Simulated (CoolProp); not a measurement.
Model: reference Helmholtz-energy equation of state, Marx 1992, in CoolProp.

Give the vapour pressure (kPa), enthalpy of vaporisation (kJ/kg), liquid cp (kJ/(kg K)), vapour Z of saturated R113 at 278.7, 282.7 K.


| T (K) | p (kPa) | enthalpy of vaporisation (kJ/kg) | liquid cp (kJ/(kg K)) | vapour Z |
|---|---|---|---|---|
| 278.7 | 19.6 | 157 | 0.900 | 0.988 |
| 282.7 | 23.5 | 156 | 0.904 | 0.986 |
